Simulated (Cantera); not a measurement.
Input: 1 mol SiCl4, 0.53 mol HCl, 1000 mol H2, equilibrated at 1330 Pa.

Method: chemical equilibrium by Gibbs-energy minimisation in Cantera with the NASA 1993 tables (ideal gas, pure condensed phases). Candidate condensed phases: Si; 19 gas species. Kinetics and transport are ignored.

Problem. At 1398 K, list the 4 most abundant gas species with their mole fractions, and the condensed phases.

Solution. H2 0.995, HCl 0.00440, SiCl2 5.74e-5, H 4.09e-5. Condensed: Si(s).
